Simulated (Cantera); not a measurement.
**Thermodynamics of hydrogen reduction and annealing atmospheres, feed FeS + H2 + H2O**

Feed: 1 mol FeS, 38 mol H2, 0.26 mol H2O, equilibrated at 0.000210 bar.

These are equilibrium values from Cantera (NASA tables, ideal gas, pure condensed phases), not measurements of a reactor. Candidate condensed phases: Fe, FeO, Fe(OH)2, Fe(OH)3, FeS, FeSO4, FeS2, Fe2O3, Fe2(SO4)3, Fe3O4, H2O, H2SO4, S; 22 gas species. Mutual solubility and eutectic melting of coexisting phases are not modelled. FeS: taken at fixed stoichiometry. Gases not in the tables: S3 to S7. Equilibrium is a limit: real reactors are often held back by kinetics, nucleation or transport.

From 1000 K to 1175 K the condensed part is Fe(α) + FeS(s). From 1200 K to 1250 K the condensed part is Fe(γ) + FeS(s).

| T (K) | x H2 | x H2O | x H2S | x S2 | x SH | x H | x S | x Fe | n Fe(α) | n FeS(s) | n Fe(γ) |
|---|---|---|---|---|---|---|---|---|---|---|---|
| 1000 | 0.992 | 0.00680 | 0.00109 | 3.13e-7 | 4.57e-7 | 1.56e-7 | 2.67e-10 | 7.09e-11 | 0.0418 | 0.958 | 0 |
| 1025 | 0.992 | 0.00680 | 0.00132 | 7.80e-7 | 8.97e-7 | 2.99e-7 | 7.94e-10 | 2.34e-10 | 0.0508 | 0.949 | 0 |
| 1050 | 0.992 | 0.00680 | 0.00159 | 1.87e-6 | 1.71e-6 | 5.57e-7 | 2.25e-9 | 7.30e-10 | 0.0612 | 0.939 | 0 |
| 1075 | 0.991 | 0.00680 | 0.00191 | 4.32e-6 | 3.17e-6 | 1.01e-6 | 6.08e-9 | 2.15e-9 | 0.0734 | 0.927 | 0 |
| 1100 | 0.991 | 0.00680 | 0.00226 | 9.64e-6 | 5.72e-6 | 1.78e-6 | 1.57e-8 | 6.01e-9 | 0.0875 | 0.912 | 0 |
| 1125 | 0.991 | 0.00680 | 0.00267 | 2.08e-5 | 1.01e-5 | 3.05e-6 | 3.91e-8 | 1.60e-8 | 0.104 | 0.896 | 0 |
| 1150 | 0.990 | 0.00680 | 0.00312 | 4.32e-5 | 1.73e-5 | 5.12e-6 | 9.32e-8 | 4.09e-8 | 0.123 | 0.877 | 0 |
| 1175 | 0.989 | 0.00679 | 0.00362 | 8.72e-5 | 2.89e-5 | 8.41e-6 | 2.14e-7 | 1.00e-7 | 0.146 | 0.854 | 0 |
| 1200 | 0.989 | 0.00679 | 0.00418 | 0.000171 | 4.75e-5 | 1.35e-5 | 4.76e-7 | 2.36e-7 | 0 | 0.825 | 0.175 |
| 1225 | 0.988 | 0.00679 | 0.00480 | 0.000327 | 7.64e-5 | 2.14e-5 | 1.02e-6 | 5.37e-7 | 0 | 0.788 | 0.212 |
| 1250 | 0.987 | 0.00679 | 0.00547 | 0.000607 | 0.000120 | 3.31e-5 | 2.14e-6 | 1.18e-6 | 0 | 0.739 | 0.261 |
x: gas mole fraction; n: condensed amount in mol.
